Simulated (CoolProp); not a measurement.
The fluid at 293.15 K and 0.352 MPa flows at 1.3 m/s in a round tube of 1 mm bore and 0.25 µm roughness, fully developed (64/Re and Nu = 3.66 if laminar; Colebrook and Gnielinski if turbulent). The same conditions are run with several fluids, on thermodynamics alone (safety and materials aside).

Computed with CoolProp (reference Helmholtz-energy equation of state of each fluid (n-octane: Beckmüller 2019; R236FA: Pan 2012; ethanol: Schroeder 2014; water: Wagner 2002)).

### Question
Rank n-octane, R236FA, ethanol, water by Reynolds number, highest first.

### Answer
R236FA (5860), n-octane (1670), water (1300), ethanol (859)

```csv
fluid,Darcy friction factor,pressure drop (Pa/m),heat-transfer coefficient (W/(m² K)),mass flow (kg/h)
n-octane,0.0382,22700,462,2.58
R236FA,0.0360,41900,3100,5.06
ethanol,0.0745,49700,603,2.90
water,0.0494,41700,2190,3.67
```

Transport values come from each fluid's own correlations; those of R236FA are estimates that may be off by 10 % or more.
